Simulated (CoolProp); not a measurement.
Vapour-liquid equilibrium of n-hexane (1) + p-xylene (2) at 1.52 bar; x and y are mole fractions of (1).

Values from CoolProp's multi-fluid Helmholtz-energy mixture model, Thol 2019 and Zhou 2012; pair parameters Bell 2016.

```json
[
 {"x": "0.05", "bubble temperature, mixture model (°C)": "144.5", "bubble temperature, Raoult's law (°C)": "145.9", "y, mixture model": "0.243", "y, Raoult's law": "0.228"},
 {"x": "0.2", "bubble temperature, mixture model (°C)": "123.7", "bubble temperature, Raoult's law (°C)": "126.8", "y, mixture model": "0.626", "y, Raoult's law": "0.612"},
 {"x": "0.35", "bubble temperature, mixture model (°C)": "110.5", "bubble temperature, Raoult's law (°C)": "113.4", "y, mixture model": "0.788", "y, Raoult's law": "0.789"},
 {"x": "0.5", "bubble temperature, mixture model (°C)": "101.4", "bubble temperature, Raoult's law (°C)": "103.3", "y, mixture model": "0.872", "y, Raoult's law": "0.882"},
 {"x": "0.65", "bubble temperature, mixture model (°C)": "94.4", "bubble temperature, Raoult's law (°C)": "95.5", "y, mixture model": "0.925", "y, Raoult's law": "0.937"},
 {"x": "0.8", "bubble temperature, mixture model (°C)": "88.8", "bubble temperature, Raoult's law (°C)": "89.1", "y, mixture model": "0.962", "y, Raoult's law": "0.971"},
 {"x": "0.95", "bubble temperature, mixture model (°C)": "83.8", "bubble temperature, Raoult's law (°C)": "83.8", "y, mixture model": "0.991", "y, Raoult's law": "0.994"}
]
```

The largest gap from Raoult's law is -3.1 K in bubble temperature, at x = 0.2. No azeotrope shows between x = 0.05 and 0.95.

Pair parameters are fitted to limited data, so mixtures are less certain than the pure fluids.
